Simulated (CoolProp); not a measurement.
A Linde-Hampson liquefier for oxygen: isothermal reversible compression at 290 K from 1 atm to 10 MPa, throttling to 1 atm, return gas leaving the recuperator 2 K below the feed. Each further row changes one setting.

Model: reference Helmholtz-energy equation of state, Schmidt 1985, in CoolProp.

```
case                        liquid yield per pass  compression work (kJ/kg of gas)
--------------------------  ---------------------  -------------------------------
as stated                                   0.059                              341
high pressure 20 MPa                        0.112                              390
warm-end temperature 320 K                  0.044                              379
warm-end gap 7 K                            0.048                              341
```

Above 300 K oxygen's equation is extrapolated.
